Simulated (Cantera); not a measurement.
What does this Cantera script print?

```python
import numpy as np
import cantera as ct

gas = ct.Solution("gri30.yaml")
gas.TPX = 500, 500000, {'CH4': 1, 'C2H6': 0.97, 'C3H8': 0.91, 'O2': 7.65, 'N2': 40}
inlet = ct.Reservoir(gas, clone=True)
gas.equilibrate("HP")  # start burning
reactor = ct.IdealGasConstPressureReactor(gas, energy="on", clone=False)
exhaust = ct.Reservoir(gas, clone=True)
tau = [0.032, 0.017, 0.009, 0.0048, 0.0025, 0.0013, 0.0007, 0.00037, 0.0002, 0.0001, 5.5e-05, 2.9e-05][0]
for a, b in ((inlet, reactor), (reactor, exhaust)):
    ct.MassFlowController(a, b, mdot=lambda t: reactor.mass / tau)
net = ct.ReactorNet([reactor])
show = ['CH4', 'C2H6', 'C3H8', 'CO2', 'H2']

rows = []
print(f"{'tau/s':>10s}{'T/K':>9s}" + "".join(f"{s:>11s}" for s in show))
for tau in [0.032, 0.017, 0.009, 0.0048, 0.0025, 0.0013, 0.0007, 0.00037, 0.0002, 0.0001, 5.5e-05, 2.9e-05]:
    net.initial_time = 0.0
    net.advance(30 * tau)
    before = gas.X
    net.advance(40 * tau)
    drift = np.max(np.abs(gas.X - before) / (gas.X + 1e-9))
    rows.append([gas.T, *gas[show].X, drift])
    print(f"{tau:10.3e}{gas.T:9.1f}" + "".join(f"{x:11.3e}" for x in gas[show].X))
```

It prints:

```
     tau/s      T/K        CH4       C2H6       C3H8        CO2         H2
 3.200e-02   1944.9  6.732e-04  1.458e-06  5.415e-07  5.154e-02  2.818e-02
 1.700e-02   1942.9  8.007e-04  2.637e-06  9.684e-07  5.156e-02  2.752e-02
 9.000e-03   1939.3  8.991e-04  4.595e-06  1.713e-06  5.139e-02  2.694e-02
 4.800e-03   1933.7  9.719e-04  7.703e-06  2.966e-06  5.098e-02  2.645e-02
 2.500e-03   1924.8  1.042e-03  1.291e-05  5.186e-06  5.022e-02  2.601e-02
 1.300e-03   1911.3  1.140e-03  2.171e-05  9.094e-06  4.898e-02  2.559e-02
 7.000e-04   1891.0  1.314e-03  3.692e-05  1.593e-05  4.707e-02  2.514e-02
 3.700e-04   1852.2  1.724e-03  7.274e-05  3.160e-05  4.345e-02  2.455e-02
 2.000e-04    500.0  1.979e-02  1.920e-02  1.801e-02 -9.843e-17 -1.091e-16
 1.000e-04    500.0  1.979e-02  1.920e-02  1.801e-02 -1.891e-19 -2.096e-19
 5.500e-05    500.0  1.979e-02  1.920e-02  1.801e-02 -1.194e-20 -1.324e-20
 2.900e-05    500.0  1.979e-02  1.920e-02  1.801e-02 -7.545e-22 -8.364e-22
```

Computed with Cantera and GRI-Mech 3.0 (53 species, 325 reactions). GRI-Mech 3.0 was tuned for natural gas; its chemistry of propane as a main component is partial and can be far from experiment.
